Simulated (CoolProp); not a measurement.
Aqueous ethylene glycol as a coolant, at 13 °C, 1 atm.

Values from CoolProp's Melinder's fits for secondary coolants.

```json
[
 {"mass %": "3.6", "freezing point (°C)": "-1.1", "density (kg/m³)": "1003", "conductivity (W/(m K))": "0.571", "Prandtl number": "9.50", "viscosity (mPa s)": "1.31"},
 {"mass %": "8.1", "freezing point (°C)": "-2.7", "density (kg/m³)": "1009", "conductivity (W/(m K))": "0.551", "Prandtl number": "10.9", "viscosity (mPa s)": "1.47"},
 {"mass %": "12.7", "freezing point (°C)": "-4.4", "density (kg/m³)": "1016", "conductivity (W/(m K))": "0.531", "Prandtl number": "12.6", "viscosity (mPa s)": "1.67"},
 {"mass %": "17.3", "freezing point (°C)": "-6.5", "density (kg/m³)": "1022", "conductivity (W/(m K))": "0.511", "Prandtl number": "14.6", "viscosity (mPa s)": "1.90"},
 {"mass %": "21.8", "freezing point (°C)": "-9.0", "density (kg/m³)": "1029", "conductivity (W/(m K))": "0.492", "Prandtl number": "16.8", "viscosity (mPa s)": "2.15"},
 {"mass %": "26.4", "freezing point (°C)": "-11.9", "density (kg/m³)": "1035", "conductivity (W/(m K))": "0.473", "Prandtl number": "19.5", "viscosity (mPa s)": "2.44"},
 {"mass %": "31", "freezing point (°C)": "-15.4", "density (kg/m³)": "1042", "conductivity (W/(m K))": "0.454", "Prandtl number": "22.4", "viscosity (mPa s)": "2.77"},
 {"mass %": "35.5", "freezing point (°C)": "-19.3", "density (kg/m³)": "1049", "conductivity (W/(m K))": "0.437", "Prandtl number": "25.7", "viscosity (mPa s)": "3.14"},
 {"mass %": "40.1", "freezing point (°C)": "-23.9", "density (kg/m³)": "1055", "conductivity (W/(m K))": "0.420", "Prandtl number": "29.6", "viscosity (mPa s)": "3.56"},
 {"mass %": "44.7", "freezing point (°C)": "-29.2", "density (kg/m³)": "1062", "conductivity (W/(m K))": "0.403", "Prandtl number": "34.0", "viscosity (mPa s)": "4.05"}
]
```
